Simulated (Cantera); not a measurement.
Feed: 1 mol Al(CH3)3, 300 mol NH3, 14 mol N2, at 13.3 mbar.

Method: chemical equilibrium by Gibbs-energy minimisation in Cantera with the NASA 1993 tables (ideal gas, pure condensed phases). Candidate condensed phases: Al, AlN, C, C6H6, C7H8, C8H18; 97 gas species. The feed counts by its element totals alone. Equilibrium is a limit: real reactors are often held back by kinetics, nucleation or transport.

Over these rows the condensed part is AlN(s) + C(graphite). Partial pressures as log10 of bar:

| T (K) | 1000/T (1/K) | log p HCN | log p H2 | log p N2 |
|---|---|---|---|---|
| 1348 | 0.7418 | -5.73 | -2.01 | -2.45 |
| 1448 | 0.6906 | -5.37 | -2.01 | -2.45 |
| 1548 | 0.6460 | -5.06 | -2.01 | -2.45 |
| 1648 | 0.6068 | ? | -2.01 | -2.45 |
| 1748 | 0.5721 | -4.56 | -2.01 | -2.45 |
| 1848 | 0.5411 | -4.35 | -2.01 | -2.46 |

Task: Fit log p(HCN) = a + b·(1000/T) to the five rows, give the apparent enthalpy, and predict the row at 1648 K.

Result: Means: 1000/T = 0.6383, log p = -5.014. Sxy = -0.187675, Sxx = 0.0273371, so b = -6.87 and a = -5.014 − (-6.87)×0.6383 = -0.63.
Apparent enthalpy: −19.145 × (-6.87) = 132 kJ/mol. With the condensed phases at unit activity, C(graphite) + 1/2 H2(g) + 1/2 N2(g) = HCN(g) links this pressure to the main gases: over the six rows their terms move log p by -0.00 in all, so the slope is close to that reaction's ΔH°. The five rows lie within 0.01 of the line.
Prediction at 1648 K: -0.63 + (-6.87)×0.6068 = -4.80. The computed value is -4.80, 0.00 from the line.
